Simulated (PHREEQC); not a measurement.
Consider water at 20 °C with 130 mmol/kgw HF, 130 mmol/kgw NH4HF2 and 87 mmol/kgw H2SO4. Closed to the air; pH follows from the charge balance.

All values are PHREEQC results (ion-association model, phreeqc.dat), not measurements.

| quantity | before | after |
|---|---|---|
| pH | 1.54 | 1.97 |
| ionic strength (mol/kgw) | 0.187 | 0.159 |
| HF (mol/kgw) | 0.345 | 0.355 |
| NH4+ (mol/kgw) | 0.115 | 0.120 |
| HSO4- (mol/kgw) | 0.0365 | 0.0527 |
| SO4-2 (mol/kgw) | 0.0358 | 0.0247 |

Q: What was changed between the two runs?
(A) HF left out
(B) diluted 100-fold with water
(C) 0.036 mol/kgw HBr added
(D) temperature from 20 to 90 °C
(E) temperature from 20 to 75 °C

A: D, temperature from 20 to 90 °C

No solid was allowed to form. Constants without temperature data keep their 25 °C values here.
